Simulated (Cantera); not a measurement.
Input (Python, Cantera) and output of one run.

```python
import numpy as np
import cantera as ct

gas_names = """
    AL ALCL ALCL2 ALCL3 ALH AL2 AL2CL6 CL CL2 H HCL H2
""".split()
cond_names = """
    AL(cr) AL(L) ALCL3(s) ALCL3(L)
""".split()


# ... load() reads the species with a 1 bar reference pressure and builds the phases ...
atoms = {
    'Al': {'AL': 1},
    'HCl': {'H': 1, 'CL': 1},
    'H2': {'H': 2},
}
top_T = {}  # K; cautious upper limits of use, not melting points


# ... equilibrate(T, P, feed) seeds the gas with the atoms and calls Mixture.equilibrate('TP', solver="vcs", rtol=1e-11, max_steps=5000) ...
results = []
feed = {'Al': 1, 'HCl': 4.1, 'H2': 60}  # mol
P = 280  # Pa
for T in [825, 975, 1125, 1275, 1425, 1575, 1725]:
    mix = equilibrate(T, P, feed)
    results.append((T, P, feed, dict(zip(mix.species_names, mix.species_moles))))

top = {s: max(r[3][s] / sum(r[3][g] for g in gas_names) for r in results) for s in gas_names}
cols = sorted((s for s in top if top[s] > 0.001), key=lambda s: -top[s])[:7]
seen = [c for c in cond_names if any(r[3].get(c, 0) > 1e-12 for r in results)]
print("log10 of partial pressures in bar; condensed amounts in mol")
print(f"{'T/K':>10s}" + "".join(f"{s[:9]:>10s}" for s in cols + seen))
for T, P, feed, n in results:
    ng = sum(n[g] for g in gas_names)
    print(f"{T:10.4g}" + "".join(f"{np.log10(max(n[s] / ng * P / 1e5, 1e-99)):10.3f}" for s in cols)
          + "".join(f"{n.get(c, 0):10.4g}" for c in seen))
```

Output:

```
log10 of partial pressures in bar; condensed amounts in mol
       T/K        H2       HCL     ALCL3      ALCL         H     ALCL2
       825    -2.567    -4.315    -4.356   -12.400   -12.384    -9.851
       975    -2.567    -4.315    -4.356    -9.076   -10.225    -7.833
      1125    -2.568    -4.307    -4.363    -6.671    -8.636    -6.375
      1275    -2.570    -4.187    -4.470    -5.174    -7.417    -5.485
      1425    -2.577    -3.979    -4.911    -4.588    -6.454    -5.260
      1575    -2.581    -3.895    -5.741    -4.419    -5.672    -5.467
      1725    -2.583    -3.880    -6.636    -4.383    -5.022    -5.797
```

Method: chemical equilibrium by Gibbs-energy minimisation in Cantera with the NASA 1993 tables (ideal gas, pure condensed phases). The tables' values for AlCl2 are old estimates; treat these amounts as uncertain.
